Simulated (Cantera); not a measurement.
Charge: 1 mol S, 0.015 mol SO2, 3.1 mol N2, equilibrated at 10000 Pa.

These are equilibrium values from Cantera (NASA tables, ideal gas, pure condensed phases), not measurements of a reactor. Candidate condensed phases: S; 17 gas species. The numbers say what is thermodynamically allowed, not how fast it happens. All values below are at 1850 °C.

Base state: N2 0.853, S2 0.132, S 0.00781, SO 0.00559, SO2 0.00123, S2O 0.000196, SN 2.03e-5 (mole fractions); condensed: gas only.

### Question
What changes in the equilibrium state with this change: pressure from 10000 Pa to 74000 Pa?

### Answer
```json
[
 {"species": "N2", "before": "0.853", "after": "0.855"},
 {"species": "S2", "before": "0.132", "after": "0.135"},
 {"species": "SO", "before": "0.00559", "after": "0.00417"},
 {"species": "S", "before": "0.00781", "after": "0.00290"},
 {"species": "S2O", "before": "0.000196", "after": "0.000402"},
 {"species": "SO2", "before": "0.00123", "after": "0.00185"}
]
```
